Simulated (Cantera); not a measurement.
An isothermal, constant-pressure homogeneous reactor starts with C₂H₄ : H₂ = 1 : 1.5 (molar parts), at 1250 K and 101000 Pa.

Model: GRI-Mech 3.0 (53 species, 325 reactions), integrated in Cantera. GRI-Mech 3.0 was tuned for natural gas; its chemistry of ethylene as a main component is partial and can be far from experiment. GRI-Mech 3.0 stops at C3 and has no aromatics, soot or wall deposition, so with more carbon than oxygen in the feed, carbon stays in small species such as C2H2 where larger ones or solid carbon would form.

One state of this run: x C₂H₄ = 0.100; x H₂ = 0.209; x H = 2.21e-7; x CH₃ = 1.24e-5; x CH₂ = 7.30e-12. x: mole fraction; the columns are a selection and need not sum to one.

Q: Which value of t (s) does it belong to?
A. 0.000566
B. 0.336
C. 23.8
D. 200

A: D, 200
